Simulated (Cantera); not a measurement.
Cantera run:

```python
import numpy as np
import cantera as ct

gas_names = """
    H HNO HNO2 HNO3 HO2 H2 H2O H2O2 N NH NH2 NH3 NH2OH NO NO2 NO3 N2 N2H2 N2H4 N2O O OH O2 O3 Si SiH
    SiH2 SiH3 SiH4 SiN SiO SiO2 Si2 Si2N Si3
""".split()
cond_names = """
    H2O(s) H2O(L) Si(cr) Si(L) SiO2(Lqz) SiO2(hqz) SiO2(L) Si2N2O(s) Si3N4(a)
""".split()


# ... load() reads the species with a 1 bar reference pressure and builds the phases ...
atoms = {
    'Si3N4': {'Si': 3, 'N': 4},
    'N2O': {'N': 2, 'O': 1},
    'H2': {'H': 2},
}
top_T = {'Si2N2O(s)': 2100, 'Si3N4(a)': 2400}  # K; cautious upper limits of use, not melting points


# ... equilibrate(T, P, feed) seeds the gas with the atoms and calls Mixture.equilibrate('TP', solver="vcs", rtol=1e-11, max_steps=5000) ...
results = []
feed = {'Si3N4': 1, 'N2O': 0.038, 'H2': 40}  # mol
P = 101325  # Pa
for T in [1700, 1725, 1750, 1775, 1800, 1825, 1850, 1875]:
    mix = equilibrate(T, P, feed)
    results.append((T, P, feed, dict(zip(mix.species_names, mix.species_moles))))

top = {s: max(r[3][s] / sum(r[3][g] for g in gas_names) for r in results) for s in gas_names}
cols = sorted((s for s in top if top[s] > 1e-06), key=lambda s: -top[s])[:9]
seen = [c for c in cond_names if any(r[3].get(c, 0) > 1e-12 for r in results)]
print("log10 of partial pressures in bar; condensed amounts in mol")
print(f"{'T/K':>10s}" + "".join(f"{s[:9]:>10s}" for s in cols + seen))
for T, P, feed, n in results:
    ng = sum(n[g] for g in gas_names)
    print(f"{T:10.4g}" + "".join(f"{np.log10(max(n[s] / ng * P / 1e5, 1e-99)):10.3f}" for s in cols)
          + "".join(f"{n.get(c, 0):10.4g}" for c in seen))
```

Output:

```
log10 of partial pressures in bar; condensed amounts in mol
       T/K        H2        N2       SiO         H      SiH2        Si       SiH       NH3      SiH4     Si(L) Si2N2O(s)  Si3N4(a)
      1700     0.005    -2.807    -4.211    -3.829    -4.843    -6.168    -5.976    -5.835    -5.893   0.01466   0.03556    0.9704
      1725     0.005    -2.611    -4.021    -3.729    -4.759    -5.993    -5.836    -5.762    -5.905   0.06687   0.03422    0.9534
      1750     0.004    -2.420    -3.837    -3.631    -4.677    -5.824    -5.700    -5.692    -5.918    0.1462   0.03222    0.9275
      1775     0.003    -2.235    -3.658    -3.537    -4.598    -5.659    -5.568    -5.625    -5.931    0.2653   0.02926    0.8887
      1800     0.002    -2.055    -3.484    -3.445    -4.522    -5.498    -5.440    -5.560    -5.944    0.4423   0.02492    0.8311
      1825    -0.000    -1.881    -3.315    -3.356    -4.449    -5.342    -5.316    -5.498    -5.959    0.7029   0.01862    0.7462
      1850    -0.003    -1.711    -3.151    -3.270    -4.378    -5.191    -5.196    -5.439    -5.975     1.084  0.009532    0.6221
      1875    -0.007    -1.546    -3.030    -3.187    -4.311    -5.043    -5.080    -5.384    -5.993     1.639         0    0.4401
```

These are equilibrium values from Cantera (NASA tables, ideal gas, pure condensed phases), not measurements of a reactor. Mutual solubility and eutectic melting of coexisting phases are not modelled. Gases not in the tables: Si2H6 and higher silanes.
